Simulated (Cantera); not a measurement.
Charge: 1 mol SiH2Cl2, 0.76 mol NH3, 20 mol H2, at 0.420 bar.

These are equilibrium values from Cantera (NASA tables, ideal gas, pure condensed phases), not measurements of a reactor. Candidate condensed phases: NH4Cl, Si, Si3N4; 28 gas species. The tables' values for SiCl3 are old estimates; treat these amounts as uncertain. Kinetics and transport are ignored. All values below are at 875 K.

Base state: H2 0.966, SiCl4 0.0165, HCl 0.0148, SiHCl3 0.00237, SiH2Cl2 3.10e-5, SiCl3 1.03e-5 (mole fractions); condensed: Si3N4(s).

Q: What changes in the equilibrium state with this change: SiH2Cl2 replaced by SiHCl3?

A: 
```json
[
 {"species": "H2", "before": "0.966", "after": "0.924"},
 {"species": "HCl", "before": "0.0148", "after": "0.0570"},
 {"species": "SiCl4", "before": "0.0165", "after": "0.0183"},
 {"species": "SiH2Cl2", "before": "3.10e-5", "after": "2.11e-6"},
 {"species": "SiHCl3", "before": "0.00237", "after": "0.000649"},
 {"species": "SiCl3", "before": "1.03e-5", "after": "2.88e-6"},
 {"species": "Si3N4(s), mol", "before": "0.190", "after": "0.190"}
]
```
